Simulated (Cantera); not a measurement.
**Adiabatic ignition**

An adiabatic, constant-volume homogeneous reactor starts with CO : H2 : CH4 : O2 : N2 = 1 : 0.43 : 0.2 : 1.8 : 6.76 (molar parts), equivalence ratio 0.62, at 1000 K and 500000 Pa.

Computed with Cantera and GRI-Mech 3.0 (53 species, 325 reactions).

```tsv
t (s)	T (K)	P (bar)	x CO	x H2	x CH4	x H	x O	x NO2
4.00e-6	1000	5.00	0.0981	0.0422	0.0196	4.90e-11	1.08e-10	<1e-12
1.13e-5	1000	5.00	0.0981	0.0422	0.0196	6.12e-11	1.18e-10	<1e-12
3.17e-5	1000	5.00	0.0981	0.0422	0.0196	8.66e-11	1.30e-10	<1e-12
8.94e-5	1000	5.00	0.0981	0.0422	0.0196	1.49e-10	1.61e-10	<1e-12
0.000252	1000	5.00	0.0981	0.0422	0.0196	3.57e-10	2.63e-10	<1e-12
0.000710	1000	5.00	0.0981	0.0422	0.0196	1.72e-9	9.30e-10	<1e-12
0.00200	1001	5.00	0.0981	0.0421	0.0196	4.43e-8	2.15e-8	<1e-12
0.00563	2657	12.5	0.00986	0.00105	<1e-12	0.000445	0.00230	4.62e-6
0.0159	2634	12.3	0.00932	0.00100	<1e-12	0.000398	0.00200	2.34e-5
0.0447	2634	12.3	0.00932	0.00100	<1e-12	0.000398	0.00200	2.34e-5
0.126	2634	12.3	0.00932	0.00100	<1e-12	0.000398	0.00200	2.34e-5
0.355	2634	12.3	0.00932	0.00100	<1e-12	0.000398	0.00200	2.34e-5
1.00	2634	12.3	0.00932	0.00100	<1e-12	0.000398	0.00200	2.34e-5
```
x: mole fraction; the columns are a selection and need not sum to one.

| Item | Result |
|---|---|
| time of steepest temperature rise | 5.42 ms |
| temperature at 1.00 s | 2634 K |
| equilibrium temperature | 2634 K |
| x(CO) at 1.00 s | 0.00932 (gas-phase equilibrium 0.00932) |
| x(H2) at 1.00 s | 0.00100 (gas-phase equilibrium 0.00100) |
| x(CH4) at 1.00 s | <1e-12 (gas-phase equilibrium <1e-12) |
